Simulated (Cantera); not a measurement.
Input (Python, Cantera):

```python
import numpy as np
import cantera as ct

gas = ct.Solution("h2o2.yaml")
gas.TPX = 673, 1000000, {'H2': 1, 'O2': 0.82, 'N2': 3.08}
flame = ct.FreeFlame(gas, width=0.008)
flame.set_refine_criteria(ratio=3, slope=0.08, curve=0.16)
flame.transport_model = "unity-Lewis-number"
flame.solve(loglevel=0, auto=True)
z, T = flame.grid, flame.T
thick = (T[-1] - T[0]) / np.gradient(T, z).max()
show = ['H2', 'O2', 'HO2', 'O', 'H', 'OH']
print(f"laminar burning velocity  {flame.velocity[0] * 100:.3f} cm/s")
print(f"burnt temperature         {T[-1]:.1f} K")
print(f"thermal thickness         {thick * 1e3:.4f} mm")
print(f"grid points               {len(z)}")
z0 = z[flame.heat_release_rate.argmax()]
print(f"{'z/mm':>9s}{'T/K':>9s}{'u/(m/s)':>9s}" + "".join(f"{s:>11s}" for s in show))
rows = []
for k in (-3, -2, -1.5, -1, -0.5, -0.25, 0, 0.25, 0.5, 1, 2, 4, 8):
    zz = z0 + k * thick
    rows.append([k * thick, np.interp(zz, z, T), np.interp(zz, z, flame.velocity),
                 *(np.interp(zz, z, flame.X[gas.species_index(s)]) for s in show)])
    print(f"{rows[-1][0] * 1e3:9.3f}{rows[-1][1]:9.1f}{rows[-1][2]:9.3f}" + "".join(f"{x:11.3e}" for x in rows[-1][3:]))
```

Output:

```
laminar burning velocity  367.193 cm/s
burnt temperature         2164.3 K
thermal thickness         0.0213 mm
grid points               111
     z/mm      T/K  u/(m/s)         H2         O2        HO2          O          H         OH
   -0.064    673.3    3.673  2.040e-01  1.673e-01  9.332e-07  8.290e-11  2.324e-12  4.430e-12
   -0.043    674.8    3.681  2.039e-01  1.672e-01  5.946e-06  3.593e-09  1.026e-10  2.052e-10
   -0.032    680.1    3.709  2.033e-01  1.669e-01  2.388e-05  4.429e-08  1.537e-09  3.135e-09
   -0.021    706.5    3.846  2.002e-01  1.655e-01  1.137e-04  7.456e-07  5.075e-08  9.835e-08
   -0.011    904.8    4.862  1.766e-01  1.540e-01  7.301e-04  5.756e-05  8.461e-05  7.075e-05
   -0.005   1208.3    6.361  1.350e-01  1.344e-01  8.655e-04  6.633e-04  1.931e-03  9.960e-04
    0.000   1562.4    8.022  7.361e-02  1.051e-01  5.280e-04  3.348e-03  8.435e-03  4.627e-03
    0.005   1798.2    9.071  3.147e-02  8.325e-02  3.004e-04  6.166e-03  1.022e-02  9.452e-03
    0.011   1925.0    9.614  1.536e-02  7.456e-02  1.855e-04  6.387e-03  7.112e-03  1.162e-02
    0.021   2038.2   10.090  6.721e-03  7.116e-02  9.087e-05  4.153e-03  2.853e-03  1.098e-02
    0.043   2110.7   10.391  2.717e-03  7.101e-02  3.692e-05  1.785e-03  7.442e-04  7.982e-03
    0.085   2145.5   10.535  9.977e-04  7.147e-02  1.492e-05  6.721e-04  1.673e-04  5.155e-03
    0.170   2159.7   10.594  4.024e-04  7.183e-02  7.944e-06  2.876e-04  4.537e-05  3.459e-03
```

Cantera simulation using the H2/O2 subset of GRI-Mech 3.0, which has no nitrogen chemistry; the numbers are that mechanism's predictions, not measurements. The hydrogen kinetics of GRI-Mech 3.0 are dated; newer H2 mechanisms differ, most at raised pressure. Unity Lewis numbers drop preferential diffusion, which matters most where H2 and H carry the flame. Burning velocities carry a grid error of a few per cent, more on coarse grids. Lean hydrogen flames are cellular in practice and burn faster than this planar one.
